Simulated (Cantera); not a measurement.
## Thermodynamics of thermal oxidation and active oxidation of silicon, feed Si + N₂O + N₂

A closed system holds: 1 mol Si, 0.024 mol N₂O, 17 mol N₂, at 11000 Pa.

These are equilibrium values from Cantera (NASA tables, ideal gas, pure condensed phases), not measurements of a reactor. Candidate condensed phases: Si, SiO₂, Si₂N₂O, Si₃N₄; 16 gas species. Mutual solubility and eutectic melting of coexisting phases are not modelled. The tables' values for SiN are old estimates; treat these amounts as uncertain. Equilibrium is a limit: real reactors are often held back by kinetics, nucleation or transport.

From 1375 °C to 1525 °C the condensed part is Si₂N₂O(s) + Si₃N₄(s). From 1575 °C to 1675 °C the condensed part is Si₃N₄(s). From 1725 °C to 1875 °C the condensed part is Si(l). The main Si-bearing gas is SiO at 1375 °C and Si at 1875 °C. The share of Si in condensed phases is highest at 1375 °C (99.9 %) and lowest at 1875 °C (93.4 %).

```json
[
 {"T (°C)": "1375", "x N₂": "1.000", "x Si": "7.79e-8", "x SiO": "3.76e-5", "x Si₂N": "1.09e-9", "x SiN": "1.87e-8", "x Si₂": "8.64e-12", "x Si₃": "<1e-12", "n Si₂N₂O(s)": "0.0234", "n Si₃N₄(s)": "0.318", "n Si(l)": "0"},
 {"T (°C)": "1425", "x N₂": "1.000", "x Si": "3.41e-7", "x SiO": "0.000129", "x Si₂N": "7.14e-9", "x SiN": "6.90e-8", "x Si₂": "8.50e-11", "x Si₃": "1.23e-12", "n Si₂N₂O(s)": "0.0219", "n Si₃N₄(s)": "0.318", "n Si(l)": "0"},
 {"T (°C)": "1475", "x N₂": "1.000", "x Si": "1.37e-6", "x SiO": "0.000412", "x Si₂N": "4.18e-8", "x SiN": "2.36e-7", "x Si₂": "7.31e-10", "x Si₃": "1.86e-11", "n Si₂N₂O(s)": "0.0172", "n Si₃N₄(s)": "0.320", "n Si(l)": "0"},
 {"T (°C)": "1525", "x N₂": "0.999", "x Si": "5.10e-6", "x SiO": "0.00123", "x Si₂N": "2.21e-7", "x SiN": "7.53e-7", "x Si₂": "5.57e-9", "x Si₃": "2.41e-10", "n Si₂N₂O(s)": "0.00380", "n Si₃N₄(s)": "0.324", "n Si(l)": "0"},
 {"T (°C)": "1575", "x N₂": "0.999", "x Si": "1.76e-5", "x SiO": "0.00146", "x Si₂N": "1.06e-6", "x SiN": "2.25e-6", "x Si₂": "3.79e-8", "x Si₃": "2.71e-9", "n Si₂N₂O(s)": "0", "n Si₃N₄(s)": "0.325", "n Si(l)": "0"},
 {"T (°C)": "1625", "x N₂": "0.998", "x Si": "5.70e-5", "x SiO": "0.00146", "x Si₂N": "4.70e-6", "x SiN": "6.35e-6", "x Si₂": "2.32e-7", "x Si₃": "2.67e-8", "n Si₂N₂O(s)": "0", "n Si₃N₄(s)": "0.325", "n Si(l)": "0"},
 {"T (°C)": "1675", "x N₂": "0.998", "x Si": "0.000173", "x SiO": "0.00146", "x Si₂N": "1.92e-5", "x SiN": "1.70e-5", "x Si₂": "1.29e-6", "x Si₃": "2.33e-7", "n Si₂N₂O(s)": "0", "n Si₃N₄(s)": "0.324", "n Si(l)": "0"},
 {"T (°C)": "1725", "x N₂": "0.998", "x Si": "0.000387", "x SiO": "0.00141", "x Si₂N": "4.41e-5", "x SiN": "3.35e-5", "x Si₂": "3.99e-6", "x Si₃": "8.56e-7", "n Si₂N₂O(s)": "0", "n Si₃N₄(s)": "0", "n Si(l)": "0.967"},
 {"T (°C)": "1775", "x N₂": "0.998", "x Si": "0.000687", "x SiO": "0.00141", "x Si₂N": "6.66e-5", "x SiN": "5.30e-5", "x Si₂": "7.97e-6", "x Si₃": "1.67e-6", "n Si₂N₂O(s)": "0", "n Si₃N₄(s)": "0", "n Si(l)": "0.961"},
 {"T (°C)": "1825", "x N₂": "0.997", "x Si": "0.00119", "x SiO": "0.00141", "x Si₂N": "9.85e-5", "x SiN": "8.19e-5", "x Si₂": "1.54e-5", "x Si₃": "3.15e-6", "n Si₂N₂O(s)": "0", "n Si₃N₄(s)": "0", "n Si(l)": "0.950"},
 {"T (°C)": "1875", "x N₂": "0.996", "x Si": "0.00200", "x SiO": "0.00140", "x Si₂N": "0.000143", "x SiN": "0.000124", "x Si₂": "2.88e-5", "x Si₃": "5.77e-6", "n Si₂N₂O(s)": "0", "n Si₃N₄(s)": "0", "n Si(l)": "0.934"}
]
```
x: gas mole fraction; n: condensed amount in mol.
